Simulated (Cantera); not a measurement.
A closed system holds: 1 mol SiCl4, 11 mol NO, 0.1 mol H2, equilibrated at 702 °C and 0.00370 bar.

Equilibrium computed with Cantera from the NASA thermochemical tables; the gas is ideal and each condensed phase is pure. The numbers say what is thermodynamically allowed, not how fast it happens.

| species | before | after |
|---|---|---|
| N2 | 0.454 | 0.454 |
| O2 | 0.372 | 0.372 |
| Cl2 | 0.156 | 0.157 |
| Cl | 0.00172 | 0.000405 |
| HCl | 0.0165 | 0.0163 |
| H2O | 2.62e-5 | 0.000109 |
| NO | 2.38e-5 | 2.38e-5 |
| SiO2(β-quartz), mol | 1.00 | 1.00 |
Gas species are given as mole fractions.

### Question
What was changed between the two runs?
A. temperature from 702 °C to 1827 °C
B. pressure from 0.00370 bar to 0.0100 bar
C. pressure from 0.00370 bar to 0.0670 bar
D. H2 from 0.1 to 46 mol

### Answer
C, pressure from 0.00370 bar to 0.0670 bar
